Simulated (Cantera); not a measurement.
Reactions in the system C-H-O-Ta

Standard-state values (1 bar) from the NASA 1993 polynomials, evaluated with Cantera. Values are per mole of reaction as written; species without (g) are pure solids or liquids, kept so even where they would boil at 1 bar. TaC: taken at fixed stoichiometry.

2 TaO2(g) + 6 C2H2(g) → 3 C2H4(g) + 4 CO(g) + 2 TaC

```tsv
T (K)	ΔH° (kJ)	ΔS° (J/K)	ΔG° (kJ)	log10 K
300	-1540.4	-232.9	-1470.5	256.04
1000	-1556.0	-264.3	-1291.6	67.47
1200	-1555.8	-264.2	-1238.8	53.92
1400	-1554.5	-263.2	-1186.0	44.25
1600	-1552.5	-261.9	-1133.5	37.00
1800	-1549.8	-260.3	-1081.3	31.38
```
